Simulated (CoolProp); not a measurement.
Vapour-liquid equilibrium of R22 (1) + R113 (2) at 53.35 °C; x and y are mole fractions of (1).

Values from CoolProp's multi-fluid Helmholtz-energy mixture model, Kamei 1995 and Marx 1992; pair parameters Bell 2016.

### Question
Give the bubble pressure and the first vapour's composition at x = 0.2, 0.425, 0.575. Is there an azeotrope?

### Answer
x = 0.2: 0.5198 MPa, y = 0.784; x = 0.425: 0.9643 MPa, y = 0.900; x = 0.575: 1.238 MPa, y = 0.933. No azeotrope shows between x = 0.05 and 0.95.

The pair parameters rest on a limited set of measurements; away from them the model extrapolates. The gap from Raoult's law changes sign with composition, which may be real or a fault of the pair parameters; it wasn't checked against measurements.
